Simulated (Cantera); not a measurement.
Mixture: 8.91 % CO, 12.5 % H2, 15.5 % O2, 58.3 % N2, 4.81 % H2O, equivalence ratio 0.69, at 2.70 bar, adiabatic and at constant volume. Ignition delay is the time to a rise of 400 K.

Cantera simulation using GRI-Mech 3.0 (53 species, 325 reactions); the numbers are that mechanism's predictions, not measurements. The hydrogen kinetics of GRI-Mech 3.0 are dated; newer H2 mechanisms differ, most at raised pressure. Where the delays flatten at high temperature, the 400 K rule measures the pace of heat release, not the induction time.

### Question
Predict: delay at 1250 K; delay at 1300 K; delay at 1350 K; delay at 1400 K; delay at 1450 K; delay at 1500 K; delay at 1550 K.

### Answer
| Property | Result |
|---|---|
| delay at 1250 K | 19.9 µs |
| delay at 1300 K | 14.8 µs |
| delay at 1350 K | 11.7 µs |
| delay at 1400 K | 9.66 µs |
| delay at 1450 K | 8.22 µs |
| delay at 1500 K | 7.19 µs |
| delay at 1550 K | 6.43 µs |
